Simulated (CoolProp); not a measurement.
The fluid at 449.39 K and 0.826 MPa is throttled through a valve to 0.263 MPa with no heat exchange. The same conditions are run with several fluids, on thermodynamics alone (safety and materials aside).

Model: reference Helmholtz-energy equation of state of each fluid (CF4 (R14): Platzer 1990; sulfur hexafluoride: Guder 2009; R410A: Lemmon 2003; propane: Lemmon 2009; R13: Platzer 1990), in CoolProp. The equations of Platzer and Polt are older, rougher fits. Blends and air are pseudo-pure fits.

```tsv
fluid	temperature change (K)	final density (kg/m³)
CF4 (R14)	-1.2	6.22
sulfur hexafluoride	-1.8	(withheld)
R410A	(withheld)	(withheld)
propane	(withheld)	3.16
R13	-2.2	(withheld)
```

Q: What belongs in the gaps?

A: 
- sulfur hexafluoride, final density (kg/m³): 10.4
- R410A, temperature change (K): -3.1
- R410A, final density (kg/m³): 5.18
- propane, temperature change (K): -3.0
- R13, final density (kg/m³): 7.43
